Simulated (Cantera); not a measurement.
**Ignition delay**

Mixture: 8.46 % CH4, 7.11 % H2, 13.6 % O2, 51.4 % N2, 19.5 % H2O, equivalence ratio 1.5, at 0.750 atm, adiabatic and at constant volume. Ignition delay is the time to a rise of 400 K.

Detailed kinetics in Cantera: GRI-Mech 3.0 (53 species, 325 reactions).

```
T0 (K)  delay (ms)
------  ----------
1100          6.32
1175          3.19
1250          1.73
1325         0.975
1400         0.569
1475         0.345
```

apparent activation energy between 1325 and 1475 K: 110 kJ/mol
